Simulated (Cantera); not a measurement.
Feed: 1 mol Fe2O3, 0.061 mol SO2, 0.76 mol N2, at 100000 Pa.

Equilibrium computed with Cantera from the NASA thermochemical tables; the gas is ideal and each condensed phase is pure. Candidate condensed phases: Fe, FeO, FeS, FeSO4, FeS2, Fe2O3, Fe2(SO4)3, Fe3O4, S; 19 gas species. Mutual solubility and eutectic melting of coexisting phases are not modelled. The numbers say what is thermodynamically allowed, not how fast it happens.

**Question.** At 1598 K, list the 5 most abundant gas species with their mole fractions, and the condensed phases.

**Answer.** N2 0.876, SO2 0.0700, O2 0.0525, NO 0.00101, SO3 0.000375. Condensed: Fe2O3(s) + Fe3O4(s).
